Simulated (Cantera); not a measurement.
A perfectly stirred reactor is fed with H₂ : O₂ : H₂O = 0.04 : 1 : 0.0025 (molar parts), equivalence ratio 0.020, at 10.00 Torr; it is held at 1223 K, and followed from long to short residence time.

Cantera simulation using the H2/O2 subset of GRI-Mech 3.0, which has no nitrogen chemistry; the numbers are that mechanism's predictions, not measurements. Radical loss at walls, strong at low pressure, is not modelled. The temperature is held fixed by assumption; the heat of reaction is taken as removed at once.

One state of this run: x H₂ = 0.00142; x O₂ = 0.936; x H₂O = 0.0360; x O = 0.0199; x H₂O₂ = 9.23e-8. x: mole fraction; the columns are a selection and need not sum to one.

Q: Which value of τ (s) does it belong to?
(A) 0.0016
(B) 0.034
(C) 0.0034
(D) 0.016

A: D, 0.016
